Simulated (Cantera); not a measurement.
CO₂ + SO₂ + O₂ + H₂O (abatement and gas-phase synthesis)

Charge: 1 mol CO₂, 0.071 mol SO₂, 8.7 mol O₂, 0.035 mol H₂O, held at 10.0 Torr.

Cantera equilibrium calculation (NASA polynomials, part measured and part estimated; ideal gas, pure solids and liquids). Candidate condensed phases: C, C₆H₆, C₇H₈, C₈H₁₈, H₂O, H₂SO₄, S; 123 gas species. Equilibrium is a limit: real reactors are often held back by kinetics, nucleation or transport.

| T (K) | x O₂ | x CO₂ | x SO₂ | x O | x H₂O | x SO₃ | x OH |
|---|---|---|---|---|---|---|---|
| 973 | 0.887 | 0.102 | 0.00570 | 5.52e-10 | 0.00357 | 0.00155 | 5.33e-8 |
| 1073 | 0.887 | 0.102 | 0.00665 | 1.01e-8 | 0.00357 | 0.000589 | 3.46e-7 |
| 1173 | 0.887 | 0.102 | 0.00700 | 1.14e-7 | 0.00357 | 0.000245 | 1.64e-6 |
| 1273 | 0.887 | 0.102 | 0.00713 | 8.77e-7 | 0.00357 | 0.000114 | 6.08e-6 |
| 1373 | 0.887 | 0.102 | 0.00718 | 5.03e-6 | 0.00356 | 5.94e-5 | 1.86e-5 |
| 1473 | 0.887 | 0.102 | 0.00721 | 2.28e-5 | 0.00354 | 3.37e-5 | 4.89e-5 |
| 1573 | 0.887 | 0.102 | 0.00722 | 8.52e-5 | 0.00351 | 2.06e-5 | 0.000113 |
| 1673 | 0.887 | 0.102 | 0.00723 | 0.000273 | 0.00345 | 1.33e-5 | 0.000237 |
| 1773 | 0.886 | 0.102 | 0.00723 | 0.000765 | 0.00334 | 9.09e-6 | 0.000450 |
| 1873 | 0.885 | 0.101 | 0.00722 | 0.00193 | 0.00316 | 6.46e-6 | 0.000790 |
| 1973 | 0.882 | 0.101 | 0.00721 | 0.00441 | 0.00290 | 4.74e-6 | 0.00128 |
x: gas mole fraction; nothing condenses.

From 973 K to 1973 K nothing is condensed. The main C-bearing gas is CO₂ throughout.
